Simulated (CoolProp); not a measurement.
Vapour-liquid equilibrium of R13 (1) + isobutane (2) at 502 kPa; x and y are mole fractions of (1).

Model: multi-fluid Helmholtz-energy mixture model, Platzer 1990 and Bücker 2006; pair parameters Bell 2016, in CoolProp. This equation is an older, rougher fit; its heat capacities, sound speeds and derivatives of the liquid may be far off and weren't checked against measurements.

```
x     bubble temperature, mixture model (°C)  bubble temperature, Raoult's law (°C)  y, mixture model  y, Raoult's law
----  --------------------------------------  -------------------------------------  ----------------  ---------------
0.05                                    21.8                                   24.3             0.361            0.349
0.2                                     -8.4                                   -1.2             0.784            0.761
0.35                                       ?                                  -16.2                 ?            0.890
0.5                                    -30.2                                  -26.2             0.933            0.945
0.65                                   -35.4                                  -33.5             0.957            0.972
0.8                                    -39.7                                  -39.2             0.976            0.988
0.95                                   -43.8                                  -43.8                 ?            0.998
```

**Question.** Some entries are withheld; supply them.

**Answer.** 
- 0.35, bubble temperature, mixture model (°C): -22.4
- 0.35, y, mixture model: 0.891
- 0.95, y, mixture model: 0.994

The largest gap from Raoult's law is -7.2 K in bubble temperature, at x = 0.2. No azeotrope shows between x = 0.05 and 0.95.

Pair parameters are fitted to limited data, so mixtures are less certain than the pure fluids.
